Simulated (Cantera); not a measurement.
A closed system holds: 1 mol SiH₄, 4.8 mol N₂O, 43 mol N₂, held at 41000 Pa.

Cantera equilibrium calculation (NASA polynomials, part measured and part estimated; ideal gas, pure solids and liquids). Candidate condensed phases: H₂O, Si, SiO₂, Si₂N₂O, Si₃N₄; 35 gas species. The tables hold silica as quartz up to 1696 K and as liquid above; real silica turns to tridymite and cristobalite and melts near 1996 K. Gases not in the tables: Si(OH)₄. The numbers say what is thermodynamically allowed, not how fast it happens.

Q: At 1798 K, list the 4 most abundant gas species with their mole fractions, and the condensed phases.

A: N₂ 0.952, H₂O 0.0397, O₂ 0.00749, NO 0.000857. Condensed: SiO₂(condensed).
